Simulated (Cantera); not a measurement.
A freely propagating, adiabatic, planar premixed flame of H2 : O2 : N2 = 1 : 0.217 : 0.817 (molar parts), unburnt at 300 K and 11000 Pa; mixture-averaged transport, grid criteria slope 0.08 and curve 0.16, no radiation.

Model: the H2/O2 subset of GRI-Mech 3.0, which has no nitrogen chemistry, integrated in Cantera. Burning velocities carry a grid error of a few per cent, more on coarse grids.

Task: Predict: laminar burning velocity; thermal thickness; peak x(OH); peak x(H2O2); peak x(O).

Result: 
| Property | Value |
|---|---|
| laminar burning velocity | 222 cm/s |
| thermal thickness | 6.51 mm |
| peak x(OH) | 0.00184 |
| peak x(H2O2) | 3.84e-5 |
| peak x(O) | 0.00265 |
